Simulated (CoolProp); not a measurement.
A simple Rankine cycle with 1,2-dichloroethane: condensing at 326.15 K, boiler at 3.02 MPa, turbine inlet 499 K, turbine efficiency 0.85, pump efficiency 0.7, no recuperator. Each further row changes one setting.

Computed with CoolProp (reference Helmholtz-energy equation of state, Thol 2015).

| case | thermal efficiency (%) | net work (kJ/kg) | heat in (kJ/kg) | turbine exit temperature (K) | volume ratio over the turbine |
|---|---|---|---|---|---|
| as stated | 16.9 | 42.3 | 250 | 326.1 | 414 |
| condensing temperature 318.15 K | 17.9 | 46.6 | 261 | 318.1 | 566 |
| boiler pressure 2.11 MPa | 22.6 | 105 | 465 | 348.3 | 56.4 |
| turbine efficiency 0.75 | 14.8 | 36.9 | 250 | 326.1 | 424 |

The expansion ends wet for: as stated; condensing temperature 318.15 K; turbine efficiency 0.75.
